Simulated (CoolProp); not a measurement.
Aqueous potassium carbonate as a coolant, 18 % by mass, freezing at -7.5 °C, 1 atm.

Computed with CoolProp (Melinder's fits for secondary coolants).

```csv
T (°C),Prandtl number,viscosity (mPa s),cp (kJ/(kg K)),density (kg/m³)
-3.1,17.7,2.88,3.348,1178
5.1,13.8,2.28,(withheld),1175
13.2,11.1,(withheld),3.375,1173
21.4,9.06,(withheld),3.388,1169
29.5,7.56,1.33,(withheld),1165
37.7,6.35,1.14,3.411,(withheld)
```

Task: What belongs in the gaps?

Result: 
- 5.1, cp (kJ/(kg K)): 3.362
- 13.2, viscosity (mPa s): 1.86
- 21.4, viscosity (mPa s): 1.56
- 29.5, cp (kJ/(kg K)): 3.400
- 37.7, density (kg/m³): 1161
